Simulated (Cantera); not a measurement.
An adiabatic, constant-pressure homogeneous reactor starts with CH4 : O2 : N2 : CO2 = 1 : 4.65 : 17.5 : 1.1 (molar parts), equivalence ratio 0.43, at 1748 K and 7.90 atm.

Detailed kinetics in Cantera: GRI-Mech 3.0 (53 species, 325 reactions).

Question: Predict: time of steepest temperature rise; temperature at 2.00 s; equilibrium temperature; x(O2) at 2.00 s; x(CO2) at 2.00 s; x(NO) at 2.00 s.

Answer: 
```json
{
  "time_of_steepest_temperature_rise": "26.3 µs",
  "temperature at 2.00 s": "2489 K",
  "equilibrium_temperature": "2489 K",
  "x(O2) at 2.00 s": "0.101 (gas-phase equilibrium 0.101)",
  "x(CO2) at 2.00 s": "0.0830 (gas-phase equilibrium 0.0830)",
  "x(NO) at 2.00 s": "0.0149 (gas-phase equilibrium 0.0149)"
}
```
